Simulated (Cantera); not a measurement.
A closed system holds: 1 mol TiO₂, 0.73 mol H₂, 0.12 mol H₂O, held at 1923 K and 2.40 bar.

Cantera equilibrium calculation (NASA polynomials, part measured and part estimated; ideal gas, pure solids and liquids). Candidate condensed phases: H₂O, Ti, TiO, TiO₂, Ti₂O₃, Ti₃O₅, Ti₄O₇; 12 gas species. Mutual solubility and eutectic melting of coexisting phases are not modelled. Condensed phases not in the tables: Magnéli phases beyond Ti₄O₇. Gases not in the tables: TiO(OH)₂. Equilibrium is a limit: real reactors are often held back by kinetics, nucleation or transport.

Base state: H₂ 0.839, H₂O 0.160, H 0.000557 (mole fractions); condensed: TiO₂(rutile) + Ti₄O₇(s).

What changes in the equilibrium state with this change: TiO₂ replaced by CuO?


```json
[
 {"species": "H₂O", "before": "0.160", "after": "0.993"},
 {"species": "O₂", "before": "<1e-9", "after": "0.00348"},
 {"species": "H₂", "before": "0.839", "after": "0.00171"},
 {"species": "Cu", "before": "0", "after": "0.000851"},
 {"species": "O", "before": "4.53e-9", "after": "1.38e-5"},
 {"species": "OH", "before": "9.15e-6", "after": "0.00126"},
 {"species": "TiO₂(rutile), mol", "before": "0.935", "after": "0"},
 {"species": "Ti₄O₇(s), mol", "before": "0.0161", "after": "0"},
 {"species": "Cu(l), mol", "before": "0", "after": "0.469"},
 {"species": "Cu₂O(l), mol", "before": "0", "after": "0.265"}
]
```
Each liquid is taken as pure. Further candidate phases: Cu, CuO, Cu(OH)₂, Cu₂O.

What changes in the equilibrium state with this change: pressure from 2.40 bar to 1.33 mbar?


```
species              before     after
-----------------  --------  --------
H₂                    0.839     0.820
H₂O                   0.160     0.156
H                  0.000557    0.0234
TiO₂                2.08e-8   3.75e-5
OH                  9.15e-6  0.000384
TiO₂(rutile), mol     0.935     0.941
Ti₄O₇(s), mol        0.0161    0.0149
```
